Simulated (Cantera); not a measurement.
Si + Br2 + H2 (silicon etching in halogen gases)

Feed: 1 mol Si, a varied amount of Br2, 8.8 mol H2, held at 825 K and 1400 Pa.

Cantera equilibrium calculation (NASA polynomials, part measured and part estimated; ideal gas, pure solids and liquids). Candidate condensed phases: Br2, Si; 19 gas species. The tables' values for SiBr3 are old estimates; treat these amounts as uncertain. Rates play no part.

```tsv
n(Br2) (mol)	log p H2	log p HBr	log p SiBr4	log p SiHBr3	n Si(s)
1.1	-1.88	-3.83	-3.13	-4.34	0.466
1.4	-1.89	-3.81	-3.02	-4.27	0.316
1.8	-1.90	-3.79	-2.92	-4.19	0.116
2.3	-1.93	-3.07	-2.86	-4.88	0
2.9	-1.99	-2.63	-2.88	-5.41	0
3.7	-2.06	-2.38	-2.92	-5.76	0
4.7	-2.17	-2.22	-2.95	-6.06	0
6	-2.31	-2.09	-2.99	-6.38	0
7.7	-2.55	-1.99	-3.04	-6.77	0
9.9	-3.15	-1.90	-3.10	-7.51	0
```
log p: log10 of the partial pressure in bar; n: condensed amount in mol.

From 1.1 mol Br2 to 1.8 mol Br2 the condensed part is Si(s). From 2.3 mol Br2 to 9.9 mol Br2 nothing is condensed. The main Si-bearing gas is SiBr4 throughout.
